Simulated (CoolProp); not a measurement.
n-hexane at several states: Z from the reference equation and from simpler models built on Tc = 507.8 K, pc = 30.44 bar, ω = 0.300; each cubic takes its own stable root.

Model: reference Helmholtz-energy equation of state, Thol 2019, in CoolProp.

| T (K) | p (bar) | phase | reference | van der Waals | Peng-Robinson |
|---|---|---|---|---|---|
| 325 | 19.4 | liquid | 0.09784 | 0.1637 | 0.09590 |
| 342 | 3.47 | liquid | 0.01714 | 0.9070 | 0.01681 |
| 230.5 | 3.97 | liquid | 0.02500 | 0.04269 | 0.02504 |
| 543 | 45.1 | supercritical | 0.4042 | 0.3969 | 0.4281 |
| 330.2 | 2.07 | liquid | 0.01040 | 0.9420 | 0.01020 |

At some of these states van der Waals gives the other phase, because its saturation line lies elsewhere.
